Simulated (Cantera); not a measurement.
Cantera run:

```python
import numpy as np
import cantera as ct

gas_names = """
    Electron F F+ F- FO FO2 F2 F2O H H+ H- HF HOF HO2 H2 H2+ H2- H2F2 H2O H2O+ H2O2 H3F3 H3O+ H4F4 H5F5
    H6F6 H7F7 O O+ O- OH OH+ OH- O2 O2+ O2- O3
""".split()
cond_names = """
    H2O(s) H2O(L)
""".split()


# ... load() reads the species with a 1 bar reference pressure and builds the phases ...
atoms = {
    'HF': {'H': 1, 'F': 1},
    'H2O': {'H': 2, 'O': 1},
    'O2': {'O': 2},
}
top_T = {}  # K; cautious upper limits of use, not melting points


# ... equilibrate(T, P, feed) seeds the gas with the atoms and calls Mixture.equilibrate('TP', solver="vcs", rtol=1e-11, max_steps=5000) ...
results = []
feed = {'HF': 1, 'H2O': 1.8, 'O2': 0.14}  # mol
P = 100000  # Pa
for T in [2500, 2750, 3000, 3250, 3500, 3750, 4000, 4250, 4500, 4750, 5000]:
    mix = equilibrate(T, P, feed)
    results.append((T, P, feed, dict(zip(mix.species_names, mix.species_moles))))
    x = sorted(zip(gas.X, gas.species_names), reverse=True)
    print(f"T = {T:g} K  P = {P:g} Pa  gas = {mix.phase_moles(0):.4g} mol")
    print("   x: " + "  ".join(f"{s} {v:.3e}" for v, s in x if v > 1e-05))
    print("   condensed (mol): " + ("  ".join(f"{mix.phase(i).name} {mix.phase_moles(i):.4g}"
          for i in range(1, mix.n_phases) if mix.phase_moles(i) > 1e-12) or "none"))
```

Result:

```
T = 2500 K  P = 100000 Pa  gas = 2.993 mol
   x: H2O 5.724e-01  HF 3.340e-01  O2 4.775e-02  OH 2.389e-02  H2 1.558e-02  O 3.167e-03  H 3.138e-03  F 1.406e-04  HO2 1.130e-05
   condensed (mol): none
T = 2750 K  P = 100000 Pa  gas = 3.086 mol
   x: H2O 5.129e-01  HF 3.236e-01  O2 5.199e-02  OH 4.696e-02  H2 4.025e-02  H 1.372e-02  O 1.013e-02  F 4.168e-04  HO2 2.060e-05
   condensed (mol): none
T = 3000 K  P = 100000 Pa  gas = 3.283 mol
   x: H2O 4.116e-01  HF 3.036e-01  OH 7.809e-02  H2 7.640e-02  O2 5.828e-02  H 4.365e-02  O 2.733e-02  F 1.073e-03  HO2 3.296e-05
   condensed (mol): none
T = 3250 K  P = 100000 Pa  gas = 3.643 mol
   x: H2O 2.789e-01  HF 2.720e-01  H2 1.097e-01  OH 1.072e-01  H 1.063e-01  O 6.195e-02  O2 6.143e-02  F 2.480e-03  HO2 4.294e-05
   condensed (mol): none
T = 3500 K  P = 100000 Pa  gas = 4.213 mol
   x: HF 2.320e-01  H 2.046e-01  H2O 1.491e-01  H2 1.200e-01  OH 1.170e-01  O 1.163e-01  O2 5.561e-02  F 5.331e-03  HO2 4.181e-05
   condensed (mol): none
T = 3750 K  P = 100000 Pa  gas = 4.949 mol
   x: H 3.179e-01  HF 1.909e-01  O 1.794e-01  H2 1.006e-01  OH 9.931e-02  H2O 6.004e-02  O2 4.074e-02  F 1.111e-02  HO2 2.875e-05
   condensed (mol): none
T = 4000 K  P = 100000 Pa  gas = 5.69 mol
   x: H 4.150e-01  O 2.312e-01  HF 1.531e-01  H2 6.779e-02  OH 6.723e-02  O2 2.414e-02  F 2.269e-02  H2O 1.879e-02  HO2 1.430e-05
   condensed (mol): none
T = 4250 K  P = 100000 Pa  gas = 6.303 mol
   x: H 4.832e-01  O 2.607e-01  HF 1.159e-01  F 4.271e-02  H2 4.049e-02  OH 3.945e-02  O2 1.235e-02  H2O 5.136e-03
   condensed (mol): none
T = 4500 K  P = 100000 Pa  gas = 6.778 mol
   x: H 5.282e-01  O 2.716e-01  HF 7.900e-02  F 6.852e-02  H2 2.334e-02  OH 2.193e-02  O2 5.962e-03  H2O 1.383e-03
   condensed (mol): none
T = 4750 K  P = 100000 Pa  gas = 7.127 mol
   x: H 5.573e-01  O 2.733e-01  F 9.223e-02  HF 4.807e-02  H2 1.352e-02  OH 1.224e-02  O2 2.925e-03  H2O 3.932e-04
   condensed (mol): none
T = 5000 K  P = 100000 Pa  gas = 7.356 mol
   x: H 5.748e-01  O 2.725e-01  F 1.087e-01  HF 2.723e-02  H2 7.988e-03  OH 7.056e-03  O2 1.515e-03  H2O 1.214e-04
   condensed (mol): none
```

Equilibrium computed with Cantera from the NASA thermochemical tables; the gas is ideal and each condensed phase is pure.
